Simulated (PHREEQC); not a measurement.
Dissolve 88 mmol/kgw KCl, 0.13 mmol/kgw NiSO4 and 0.29 mmol/kgw NaAlO2 at 35 °C. Closed to the air; pH follows from the charge balance.

Model: ion-association model, wateq4f.dat, run in PHREEQC.

```csv
quantity,before,after
pH,7.72,7.40
Al(OH)3 (mol/kgw),1.90e-6,4.59e-7
Al(OH)2+ (mol/kgw),1.59e-7,6.86e-8
AlOH+2 (mol/kgw),3.42e-10,2.03e-10
SI of Al(OH)3(a) (Al(OH)3),+0.13,-0.50
SI of Boehmite (AlOOH),+2.38,+1.76
```

Task: What was changed between the two runs?
(A) NiSO4 from 0.00013 to 0.00065 mol/kgw
(B) NiSO4 left out
(C) diluted 10-fold with water
(D) KCl left out
(E) NiSO4 from 0.00013 to 0.0013 mol/kgw

Result: C, diluted 10-fold with water

No solid was allowed to form. Some of these states are supersaturated (in Al(OH)3(a), Boehmite (slow to form), Gibbsite (slow to form), for instance). In wateq4f.dat the enthalpy of Ni(OH)2 has the wrong sign, so its saturation index can't be trusted away from 25 °C.
